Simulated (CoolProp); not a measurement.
Aqueous sodium chloride as a coolant, at 4 °C, 1 atm.

Values from CoolProp's Melinder's fits for secondary coolants.

| mass % | freezing point (°C) | viscosity (mPa s) | density (kg/m³) | conductivity (W/(m K)) | cp (kJ/(kg K)) |
|---|---|---|---|---|---|
| 4.7 | -2.9 | 1.66 | 1035 | 0.566 | 3.930 |
| 6.7 | -4.2 | 1.72 | 1050 | 0.565 | 3.834 |
| 8.7 | -5.6 | 1.78 | 1066 | 0.563 | 3.747 |
| 10.7 | ? | 1.86 | 1081 | 0.562 | 3.670 |
| 12.7 | -8.8 | 1.95 | 1097 | ? | 3.600 |
| 14.7 | -10.6 | 2.04 | 1112 | 0.559 | 3.536 |
| 16.6 | -12.5 | 2.15 | 1128 | 0.557 | 3.480 |
| 18.6 | -14.8 | 2.27 | 1144 | ? | 3.426 |

Problem. What belongs in the gaps?

Solution. 
- 10.7, freezing point (°C): -7.1
- 12.7, conductivity (W/(m K)): 0.560
- 18.6, conductivity (W/(m K)): 0.555
